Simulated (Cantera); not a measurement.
Charge: 1 mol Fe(CO)₅, 0.014 mol O₂, 17 mol H₂, equilibrated at 1100 K and 0.133 bar.

These are equilibrium values from Cantera (NASA tables, ideal gas, pure condensed phases), not measurements of a reactor. Candidate condensed phases: C, C₆H₆, C₇H₈, C₈H₁₈, Fe, Fe(CO)₅, FeO, Fe(OH)₂, Fe(OH)₃, Fe₂O₃, Fe₃O₄, H₂O; 114 gas species. Rates play no part.

Base state: H₂ 0.769, CO 0.225, H₂O 0.00268, CH₄ 0.00218, CO₂ 0.000776 (mole fractions); condensed: Fe(α).

**Question.** What changes in the equilibrium state with this change: Fe(CO)₅ replaced by PbO?

**Answer.** 
| species | before | after |
|---|---|---|
| H₂ | 0.769 | 0.939 |
| H₂O | 0.00268 | 0.0604 |
| Pb | 0 | 0.000909 |
| CO | 0.225 | 0 |
| CH₄ | 0.00218 | 0 |
| CO₂ | 0.000776 | 0 |
| Fe(α), mol | 1.00 | 0 |
| Pb(l), mol | 0 | 0.985 |
Further candidate phases: Pb, PbO, PbO₂, Pb₃O₄.
